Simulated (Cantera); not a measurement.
Cantera with NASA thermochemical tables; ideal gases at 1 bar, condensed phases pure. Values are per mole of reaction as written; species without (g) are pure solids or liquids, kept so even where they would boil at 1 bar.

NbO₂ + N₂(g) ⇌ Nb + 2 NO(g)

| T (K) | ΔH° (kJ) | ΔS° (J/K) | ΔG° (kJ) | log10 K |
|---|---|---|---|---|
| 300 | 977.5 | 211.8 | 913.9 | -159.13 |
| 2023 | 946.0 | 180.7 | 580.4 | -14.99 |
| 2048 | 945.7 | 180.6 | 575.9 | -14.69 |
| 2073 | … | … | … | … |
| 2098 | … | … | … | … |
| 2123 | … | … | … | … |

Task: Fill in the missing entries.

Result: 
- 2073, ΔH° (kJ): 945.4
- 2073, ΔS° (J/K): 180.4
- 2073, ΔG° (kJ): 571.4
- 2073, log10 K: -14.40
- 2098, ΔH° (kJ): 945.1
- 2098, ΔS° (J/K): 180.3
- 2098, ΔG° (kJ): 566.9
- 2098, log10 K: -14.11
- 2123, ΔH° (kJ): 944.8
- 2123, ΔS° (J/K): 180.2
- 2123, ΔG° (kJ): 562.4
- 2123, log10 K: -13.84
